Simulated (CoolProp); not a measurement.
Vapour-liquid equilibrium of carbon dioxide (1) + R142b (2) at -41.25 °C; x and y are mole fractions of (1).

Model: multi-fluid Helmholtz-energy mixture model, Span 1996 and Lemmon 2006; pair parameters Bell 2016, in CoolProp.

```
x      bubble pressure, mixture model (kPa)  bubble pressure, Raoult's law (kPa)  y, mixture model  y, Raoult's law
-----  ------------------------------------  -----------------------------------  ----------------  ---------------
0.05                                  60.76                                69.09             0.647            0.694
0.125                                 126.4                                139.3             0.841            0.860
0.2                                   198.6                                209.6             0.906            0.915
0.275                                 274.3                                279.9             0.937            0.942
0.35                                  350.7                                350.1             0.955            0.959
0.425                                 425.7                                420.4             0.966            0.970
0.5                                   498.2                                490.6             0.974            0.977
0.575                                 567.7                                560.9             0.980            0.983
0.65                                  634.7                                631.2             0.984            0.988
0.725                                 700.4                                701.4             0.988            0.991
0.8                                   766.4                                771.7             0.991            0.994
0.875                                 834.6                                841.9             0.995            0.997
0.95                                  907.2                                912.2             0.998            0.999
```

The largest gap from Raoult's law is -12.1 % in bubble pressure, at x = 0.05. No azeotrope shows between x = 0.05 and 0.95.

The pair parameters rest on a limited set of measurements; away from them the model extrapolates. The gap from Raoult's law changes sign with composition, which may be real or a fault of the pair parameters; it wasn't checked against measurements.
